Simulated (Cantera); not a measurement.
Feed: 1 mol TEOS, 8.1 mol H2O, at 1050 K and 100000 Pa.

Method: chemical equilibrium by Gibbs-energy minimisation in Cantera with the NASA 1993 tables (ideal gas, pure condensed phases). Candidate condensed phases: C, C6H6, C7H8, C8H18, H2O, Si, SiC, SiO2; 123 gas species. The feed counts by its element totals alone. The numbers say what is thermodynamically allowed, not how fast it happens.

Base state: H2 0.625, CO 0.271, H2O 0.0618, CO2 0.0315, CH4 0.0111 (mole fractions); condensed: SiO2(β-quartz).

What changes in the equilibrium state with this change: pressure from 100000 Pa to 29000 Pa?


| species | before | after |
|---|---|---|
| H2 | 0.625 | 0.639 |
| CO | 0.271 | 0.278 |
| H2O | 0.0618 | 0.0541 |
| CH4 | 0.0111 | 0.00117 |
| CO2 | 0.0315 | 0.0278 |
| SiO2(β-quartz), mol | 1.00 | 1.00 |

What changes in the equilibrium state with this change: H2O from 8.1 to 6.3 mol?


```tsv
species	before	after
H2	0.625	0.633
CO	0.271	0.292
H2O	0.0618	0.0336
CO2	0.0315	0.0183
CH4	0.0111	0.0229
SiO2(β-quartz), mol	1.00	1.00
C(graphite), mol	0	0.363
```
